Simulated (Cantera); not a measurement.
Input: 1 mol B2H6, 140 mol H2, held at 1500 °C and 29000 Pa.

Equilibrium computed with Cantera from the NASA thermochemical tables; the gas is ideal and each condensed phase is pure. Candidate condensed phases: B; 7 gas species. The feed counts by its element totals alone. The tables' values for BH2 are old estimates; treat these amounts as uncertain. Rates play no part.

Base state: H2 0.999, H 0.000528, BH2 0.000107 (mole fractions); condensed: B(s).

**Question.** What changes in the equilibrium state with this change: 1.8 mol O2 added?

**Answer.** 
| species | before | after |
|---|---|---|
| H2 | 0.999 | 0.983 |
| HBO2 | 0 | 0.00686 |
| HBO | 0 | 0.00476 |
| H2O | 0 | 0.00323 |
| B2O3 | 0 | 0.00102 |
| B(s), mol | 1.98 | 0 |
Further candidate phases: B2O3, B3O3H3, H2O.

**Question.** What changes in the equilibrium state with this change: pressure from 29000 Pa to 82.0 Pa?

**Answer.** 
```csv
species,before,after
H2,0.999,0.990
H,0.000528,0.00988
BH2,0.000107,0.000106
"B(s), mol",1.98,1.98
```
